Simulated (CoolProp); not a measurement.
Vapour-liquid equilibrium of n-perfluorobutane (1) + R365MFC (2) at 299.8 K; x and y are mole fractions of (1).

Values from CoolProp's multi-fluid Helmholtz-energy mixture model, Gao 2022 and Lemmon 2016; pair parameters Bell 2016.

| x | bubble pressure (kPa) | y at the bubble point | dew pressure at overall composition x (kPa) | liquid density (mol/L) |
|---|---|---|---|---|
| 0.05 | 111.1 | 0.467 | 63.79 | 8.316 |
| 0.2 | 191.6 | 0.713 | 75.42 | 7.890 |
| 0.35 | 222.7 | 0.768 | 92.10 | 7.496 |
| 0.5 | 239.2 | 0.799 | 118.0 | 7.140 |
| 0.65 | 252.9 | 0.831 | 162.6 | 6.825 |
| 0.8 | 266.8 | 0.879 | 239.8 | 6.552 |
| 0.95 | 279.0 | 0.961 | 278.0 | 6.323 |

No azeotrope shows between x = 0.05 and 0.95.

Pair parameters are fitted to limited data, so mixtures are less certain than the pure fluids. With so large a gap from Raoult's law the liquid may split in two, which this calculation doesn't test in full.
